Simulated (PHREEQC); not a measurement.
Make-up at 25 °C: 0.0038 mol/kgw NH3 and 0.0012 mol/kgw K2SiO3. Closed to the air; pH follows from the charge balance.

All values are PHREEQC results (ion-association model, phreeqc.dat), not measurements.

Problem. The ionic strength comes out as 0.00247 mol/kgw. What activity coefficients do OH-, H3SiO4-, K+, H2SiO4-2, NH4+ get?

Solution. OH- 0.95, H3SiO4- 0.95, K+ 0.95, H2SiO4-2 0.81, NH4+ 0.95.

Precipitation was switched off in this run. Complexes and solids missing from the database can't appear.
